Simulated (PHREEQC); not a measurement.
Make-up at 20 °C: 0.055 mol/kgw CaCl2, 0.0014 mol/kgw Na2HPO4 and 0.06 mol/kgw KCl. Closed to the air; pH follows from the charge balance.

Equilibrium calculation in PHREEQC: ion-association model, phreeqc.dat.

Precipitation was switched off in this run.

### Question
Order these P species by the share of P that they hold, largest first: H2PO4-, CaHPO4, CaH2PO4+, HPO4-2, CaPO4-.

### Answer
CaHPO4 (60 %), HPO4-2 (26 %), CaPO4- (6.5 %), H2PO4- (4.7 %), CaH2PO4+ (1.9 %)

The pH is 7.55 and the ionic strength 0.225 mol/kgw. Examples of supersaturated solids here: Hydroxyapatite. Others may be too.
